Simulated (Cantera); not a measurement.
Feed: 1 mol HgO, 2.2 mol H2, held at 377 °C.

Cantera equilibrium calculation (NASA polynomials, part measured and part estimated; ideal gas, pure solids and liquids). Candidate condensed phases: H2O, Hg, HgO; 10 gas species. Rates play no part.

### Question
Which condensed phases are stable at each of these points (P (Pa)): 10, 36, 130, 460, 1700, 6000, 22000, 77000, 280000, 1000000?

### Answer
| P (Pa) | condensed phases | Hg condensed (%) |
|---|---|---|
| 10 | gas only | 0.0 |
| 36 | gas only | 0.0 |
| 130 | gas only | 0.0 |
| 460 | gas only | 0.0 |
| 1700 | gas only | 0.0 |
| 6000 | gas only | 0.0 |
| 22000 | gas only | 0.0 |
| 77000 | gas only | 0.0 |
| 280000 | gas only | 0.0 |
| 1000000 | Hg(l) | 63.6 |

From 10.0 Pa to 2.80 bar nothing is condensed. At 10.0 bar the condensed part is Hg(l).
